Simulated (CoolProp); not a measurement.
Toluene at 376.03 K and 0.0617 MPa flows at 0.32 m/s in a round tube of 10 mm bore and 0.25 µm roughness, fully developed (64/Re and Nu = 3.66 if laminar; Colebrook and Gnielinski if turbulent). Each further row changes one setting.

Model: reference Helmholtz-energy equation of state, Lemmon 2006, in CoolProp. It is a short technical equation, of lower accuracy than the large ones.

| case | Reynolds number | Darcy friction factor | pressure drop (Pa/m) | heat-transfer coefficient (W/(m² K)) | mass flow (kg/h) |
|---|---|---|---|---|---|
| as stated | 691 | 0.0927 | 0.886 | 6.26 | 0.169 |
| velocity 0.64 m/s | 1380 | 0.0463 | 1.77 | 6.26 | 0.338 |
| diameter 20 mm | 1380 | 0.0463 | 0.221 | 3.13 | 0.676 |

Viscosity comes from a separate model (Avgeri 2015). Thermal conductivity comes from a separate model (Assael 2012).
